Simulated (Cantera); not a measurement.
Feed: 1 mol MgCO3, 1 mol CO2, 0.17 mol H2, held at 1800 Torr.

Equilibrium computed with Cantera from the NASA thermochemical tables; the gas is ideal and each condensed phase is pure. Candidate condensed phases: C, C6H6, C7H8, C8H18, H2O, Mg, MgCO3, MgO, Mg(OH)2; 116 gas species. Rates play no part.

log p: log10 of the partial pressure in bar; n: condensed amount in mol.

```csv
T (K),log p CO2,log p H2O,log p CO,log p H2,log p CH4,log p OH,n C(graphite),n MgCO3(s),n MgO(s)
673,0.31,-0.48,-1.91,-1.61,-2.03,<-11,0.0682,1.00,0
873,0.31,-0.81,-0.81,-1.50,-4.22,<-11,0,0,1.00
1073,0.31,-0.76,-0.76,-1.80,-7.63,…,0,0,1.00
1273,0.31,-0.75,-0.75,-2.02,-10.02,…,0,0,1.00
1473,0.31,-0.74,-0.74,-2.18,<-11,…,0,0,1.00
1673,0.31,-0.74,-0.74,-2.30,<-11,…,0,0,1.00
1873,0.31,-0.74,-0.74,-2.39,<-11,…,0,0,1.000
```

Question: Complete the blanks.

Answer: 
- 1073, log p OH: -10.14
- 1273, log p OH: -7.82
- 1473, log p OH: -6.13
- 1673, log p OH: -4.85
- 1873, log p OH: -3.84
